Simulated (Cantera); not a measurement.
Input (Python, Cantera):

```python
import numpy as np
import cantera as ct

surf = ct.Interface("ptcombust.yaml", "Pt_surf")
gas = surf.adjacent["gas"]
gas.TPX = 300, 8500, {'CH4': 0.024, 'O2': 0.19, 'N2': 0.79}
jet = ct.ImpingingJet(gas=gas, width=0.047, surface=surf)
jet.inlet.mdot, jet.inlet.T, jet.inlet.X = 0.065, 300, {'CH4': 0.024, 'O2': 0.19, 'N2': 0.79}
jet.set_refine_criteria(ratio=10, slope=0.2, curve=0.3)
show, cover = ['CH4', 'O2', 'H2O', 'OH', 'CO', 'CO2'], ["PT(S)", "H(S)", "O(S)", "OH(S)", "CO(S)", "C(S)"]

rows = []
print(f"{'Ts/K':>7s}" + "".join(f"{s:>11s}" for s in show + cover) + "   (gas at the wall, coverages)")
for i, Ts in enumerate([850, 900, 950, 1000, 1050, 1100, 1150]):
    jet.surface.T = Ts
    if i == 0:
        surf.TP = Ts, 8500
        surf.coverages = "PT(S):0.5, O(S):0.5"
        surf.advance_coverages(1.0)
        jet.set_initial_guess(products="inlet")
    jet.solve(loglevel=0, auto=(i == 0))
    rows.append([*(jet.X[gas.species_index(s), -1] for s in show), *surf[cover].coverages])
    print(f"{Ts:7g}" + "".join(f"{x:11.3e}" for x in rows[-1]))
```

Result:

```
   Ts/K        CH4         O2        H2O         OH         CO        CO2      PT(S)       H(S)       O(S)      OH(S)      CO(S)       C(S)   (gas at the wall, coverages)
    850  2.077e-02  1.825e-01  5.873e-03  5.677e-09  5.201e-06  3.831e-03  1.227e-01  1.216e-08  8.766e-01  6.134e-04  6.358e-06  1.625e-08
    900  1.770e-02  1.760e-01  1.160e-02  2.439e-08  6.336e-06  7.588e-03  1.798e-01  4.311e-08  8.194e-01  8.038e-04  5.940e-06  2.114e-08
    950  1.423e-02  1.686e-01  1.804e-02  8.028e-08  7.015e-06  1.183e-02  2.432e-01  1.174e-07  7.559e-01  9.132e-04  4.823e-06  2.309e-08
   1000  1.111e-02  1.619e-01  2.378e-02  2.298e-07  7.367e-06  1.562e-02  3.098e-01  2.629e-07  6.893e-01  9.398e-04  3.613e-06  2.259e-08
   1050  8.662e-03  1.568e-01  2.824e-02  5.690e-07  7.611e-06  1.858e-02  3.770e-01  5.124e-07  6.221e-01  9.078e-04  2.623e-06  2.088e-08
   1100  6.859e-03  1.530e-01  3.149e-02  1.268e-06  7.883e-06  2.074e-02  4.431e-01  9.035e-07  5.561e-01  8.431e-04  1.906e-06  1.890e-08
   1150  5.554e-03  1.503e-01  3.379e-02  2.586e-06  8.286e-06  2.226e-02  5.068e-01  1.480e-06  4.924e-01  7.638e-04  1.410e-06  1.708e-08
```

Cantera simulation using Deutschmann's 1995 Pt surface mechanism with GRI-Mech 3.0 gas chemistry; the numbers are that mechanism's predictions, not measurements. Catalytic surfaces can have several steady states; this one follows from the mechanism file's or the stated starting coverage.
